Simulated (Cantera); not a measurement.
Input: 1 mol AlN, 13 mol Cl₂, held at 600 °C and 0.200 bar.

Cantera equilibrium calculation (NASA polynomials, part measured and part estimated; ideal gas, pure solids and liquids). Candidate condensed phases: Al, AlCl₃, AlN; 11 gas species. Equilibrium is a limit: real reactors are often held back by kinetics, nucleation or transport.

Base state: Cl₂ 0.885, AlCl₃ 0.0753, N₂ 0.0385, Al₂Cl₆ 0.000858, Cl 9.35e-5 (mole fractions); condensed: gas only.

What changes in the equilibrium state with this change: pressure from 0.200 bar to 0.520 bar?


```json
[
 {"species": "Cl₂", "before": "0.885", "after": "0.886"},
 {"species": "AlCl₃", "before": "0.0753", "after": "0.0729"},
 {"species": "N₂", "before": "0.0385", "after": "0.0385"},
 {"species": "Al₂Cl₆", "before": "0.000858", "after": "0.00209"},
 {"species": "Cl", "before": "9.35e-5", "after": "5.80e-5"}
]
```
